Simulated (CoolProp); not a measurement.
Properties of carbon dioxide along the isotherm -51.55 °C.

Values from CoolProp's reference Helmholtz-energy equation of state, Span 1996.

| p (bar) | phase | density (kg/m³) | cp (kJ/(kg K)) | cv (kJ/(kg K)) | isothermal compressibility (1/MPa) |
|---|---|---|---|---|---|
| 18.4 | liquid | 1163 | 1.957 | 0.9691 | 0.001937 |
| 36.9 | liquid | 1167 | 1.944 | 0.9713 | 0.001870 |
| 55.3 | liquid | 1171 | 1.932 | 0.9734 | 0.001809 |
| 73.8 | liquid | 1175 | 1.921 | 0.9755 | 0.001751 |
| 92.2 | liquid | 1179 | 1.910 | 0.9774 | 0.001697 |
| 111 | liquid | 1182 | 1.900 | 0.9793 | 0.001646 |
| 129 | liquid | 1186 | 1.891 | 0.9810 | 0.001600 |
| 148 | liquid | 1189 | 1.882 | 0.9828 | 0.001555 |
| 166 | liquid | 1193 | 1.874 | 0.9844 | 0.001514 |
| 184 | liquid | 1196 | 1.867 | 0.9860 | 0.001476 |
